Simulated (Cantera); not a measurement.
# Diamond growth

A diamond (100) surface in a fixed gas of H2 with x(CH4) = 0.0026, x(H) = 0.0041, x(CH3) = 0.00023, at 1300 K; coverages are run to steady state.

Computed with Cantera and the Harris–Goodwin 1993 mechanism for the reconstructed diamond (100) surface.

```tsv
P (Pa)	growth (µm/h)	θ c6HH	θ c6H*	θ c6*H	θ c6**	θ c6HM
520	0.126	0.388	0.0488	0.521	0.0412	5.21e-5
890	0.248	0.388	0.0488	0.521	0.0412	9.21e-5
1600	0.511	0.388	0.0487	0.521	0.0411	0.000169
2700	0.979	0.388	0.0487	0.521	0.0411	0.000286
4700	2.00	0.388	0.0487	0.520	0.0411	0.000491
8100	4.21	0.388	0.0487	0.520	0.0411	0.000822
14000	9.29	0.388	0.0487	0.519	0.0410	0.00134
24000	20.9	0.387	0.0487	0.519	0.0410	0.00210
```
θ: site fractions in the mechanism's names (c6HH fully hydrogenated, c6H* and c6*H radical sites, c6** diradical, c6HM methylated).
